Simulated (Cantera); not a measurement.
**MgO + NF₃ + H₂ + HF (oxide etching and cleaning by halides)**

Charge: 1 mol MgO, 1.8 mol NF₃, 41 mol H₂, 5.7 mol HF, at 5.60 mbar.

These are equilibrium values from Cantera (NASA tables, ideal gas, pure condensed phases), not measurements of a reactor. Candidate condensed phases: H₂O, Mg, MgF₂, MgO, Mg(OH)₂; 50 gas species. Mutual solubility and eutectic melting of coexisting phases are not modelled. Rates play no part.

From 1275 K to 1325 K the condensed part is MgF₂(s). From 1375 K to 1425 K the condensed part is MgF₂(s) + MgO(s). From 1475 K to 1775 K the condensed part is MgO(s). The main Mg-bearing gas is MgF₂ throughout. The share of Mg in condensed phases is highest at 1275 K (99.8 %) and lowest at 1775 K (14.6 %).

```
T (K)   x H₂   x HF    x H₂O    x N₂    x MgF₂  n MgF₂(s)  n MgO(s)
-----  -----  -----  -------  ------  --------  ---------  --------
1275   0.777  0.185   0.0203  0.0183   4.98e-5      0.998         0
1325   0.777  0.185   0.0203  0.0183  0.000190      0.991         0
1375   0.772  0.196   0.0140  0.0181  0.000654      0.661     0.306
1425   0.766  0.206  0.00809  0.0180   0.00206      0.301     0.595
1475   0.761  0.210  0.00527  0.0179   0.00523          0     0.735
1525   0.761  0.208  0.00648  0.0179   0.00638          0     0.674
1575   0.761  0.205  0.00788  0.0179   0.00765          0     0.604
1625   0.760  0.202  0.00950  0.0179   0.00897          0     0.522
1675   0.759  0.199   0.0114  0.0179    0.0103          0     0.425
1725   0.756  0.196   0.0138  0.0178    0.0115          0     0.304
1775   0.752  0.193   0.0169  0.0178    0.0124          0     0.146
```
x: gas mole fraction; n: condensed amount in mol.
